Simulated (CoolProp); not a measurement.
Properties of R1123 along the isotherm -54.65 °C.

Values from CoolProp's reference Helmholtz-energy equation of state, Akasaka 2020.

```csv
p (MPa),phase,cp (kJ/(kg K)),speed of sound (m/s),isothermal compressibility (1/MPa)
0.036,gas,0.6926,160.0,28.10
0.056,gas,0.6988,159.3,18.19
0.0872,gas,0.7088,158.2,11.81
0.136,gas,0.7256,156.3,7.710
0.211,liquid,1.293,793.7,0.001941
0.329,liquid,1.293,794.5,0.001937
0.512,liquid,1.292,795.7,0.001929
0.798,liquid,1.291,797.5,0.001917
1.24,liquid,1.289,800.4,0.001899
1.93,liquid,1.287,804.8,0.001872
3.01,liquid,1.284,811.5,0.001832
4.69,liquid,1.279,821.8,0.001772
7.3,liquid,1.271,837.1,0.001688
11.4,liquid,1.261,859.9,0.001573
```
